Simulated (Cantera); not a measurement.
Halide evaporation, hydrolysis and transport: CaCl2 + N2

Feed: 1 mol CaCl2, 34 mol N2, at 0.133 bar.

Method: chemical equilibrium by Gibbs-energy minimisation in Cantera with the NASA 1993 tables (ideal gas, pure condensed phases). Candidate condensed phases: Ca, CaCl2; 8 gas species. The numbers say what is thermodynamically allowed, not how fast it happens.

From 1075 K to 1475 K the condensed part is CaCl2(l). From 1575 K to 1675 K nothing is condensed. The main Ca-bearing gas is CaCl2 throughout.

```csv
T (K),x N2,x CaCl2,x Cl,x CaCl,x Ca,n CaCl2(l)
1075,1.000,2.04e-6,5.60e-12,5.59e-12,<1e-12,1.000
1175,1.000,2.91e-5,2.15e-10,2.14e-10,<1e-12,0.999
1275,1.000,0.000264,4.56e-9,4.55e-9,4.65e-12,0.991
1375,0.998,0.00170,6.13e-8,6.11e-8,7.73e-11,0.942
1475,0.992,0.00826,5.72e-7,5.70e-7,8.80e-10,0.717
1575,0.971,0.0286,3.74e-6,3.73e-6,7.37e-9,0
1675,0.971,0.0286,1.13e-5,1.12e-5,4.78e-8,0
```
x: gas mole fraction; n: condensed amount in mol.
